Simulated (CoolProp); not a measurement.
Vapour-liquid equilibrium of ethane (1) + CHF3 (R23) (2) at 222.3 K; x and y are mole fractions of (1).

The numbers come from the multi-fluid Helmholtz-energy mixture model, Bücker 2006 and Penoncello 2003; pair parameters Bell 2016 in CoolProp.

```json
[
 {"x": "0.05", "bubble pressure, mixture model (MPa)": "0.5882", "bubble pressure, Raoult's law (MPa)": "0.4662", "y, mixture model": "0.227", "y, Raoult's law": "0.057"},
 {"x": "0.2", "bubble pressure, mixture model (MPa)": "0.7577", "bubble pressure, Raoult's law (MPa)": "0.4771", "y, mixture model": "0.439", "y, Raoult's law": "0.224"},
 {"x": "0.35", "bubble pressure, mixture model (MPa)": "0.7993", "bubble pressure, Raoult's law (MPa)": "0.4880", "y, mixture model": "0.495", "y, Raoult's law": "0.384"},
 {"x": "0.5", "bubble pressure, mixture model (MPa)": "0.8085", "bubble pressure, Raoult's law (MPa)": "0.4989", "y, mixture model": "0.523", "y, Raoult's law": "0.536"},
 {"x": "0.65", "bubble pressure, mixture model (MPa)": "0.8031", "bubble pressure, Raoult's law (MPa)": "0.5098", "y, mixture model": "0.556", "y, Raoult's law": "0.682"},
 {"x": "0.8", "bubble pressure, mixture model (MPa)": "0.7642", "bubble pressure, Raoult's law (MPa)": "0.5207", "y, mixture model": "0.626", "y, Raoult's law": "0.822"},
 {"x": "0.95", "bubble pressure, mixture model (MPa)": "0.6260", "bubble pressure, Raoult's law (MPa)": "0.5316", "y, mixture model": "0.832", "y, Raoult's law": "0.956"}
]
```

The largest gap from Raoult's law is +63.8 % in bubble pressure, at x = 0.35. y crosses x between x = 0.5 and 0.65: the model has an azeotrope there.

Pair parameters are fitted to limited data, so mixtures are less certain than the pure fluids. With so large a gap from Raoult's law the liquid may split in two, which this calculation doesn't test in full.
